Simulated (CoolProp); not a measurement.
R123 along the isotherm 210.75 °C: Z from the reference equation and from simpler models built on Tc = 183.7 °C, pc = 3.662 MPa, ω = 0.282; each cubic takes its own stable root.

Model: reference Helmholtz-energy equation of state, Younglove 1994, in CoolProp. It is a modified Benedict-Webb-Rubin equation, recast in Helmholtz form.

```json
[
 {"p (MPa)": "0.183", "phase": "gas", "reference": "0.9859"},
 {"p (MPa)": "0.366", "phase": "gas", "reference": "0.9715"},
 {"p (MPa)": "0.549", "phase": "gas", "reference": "0.9568"},
 {"p (MPa)": "0.732", "phase": "gas", "reference": "0.9419"},
 {"p (MPa)": "0.915", "phase": "gas", "reference": "0.9266"},
 {"p (MPa)": "1.1", "phase": "gas", "reference": "0.9109"},
 {"p (MPa)": "1.28", "phase": "gas", "reference": "0.8952"},
 {"p (MPa)": "1.46", "phase": "gas", "reference": "0.8791"},
 {"p (MPa)": "1.65", "phase": "gas", "reference": "0.8618"},
 {"p (MPa)": "1.83", "phase": "gas", "reference": "0.8449"}
]
```

Problem. How far does each simpler model (Pitzer virial, Soave-Redlich-Kwong) lie from the reference over these 10 states: mean and median of the absolute difference, and the worst?

Solution. 
- Pitzer virial: mean 0.5 %, median 0.3 %, worst +1.6 % at 210.75 °C and 1.83 MPa
- Soave-Redlich-Kwong: mean 0.1 %, median 0.1 %, worst +0.3 % at 210.75 °C and 1.83 MPa
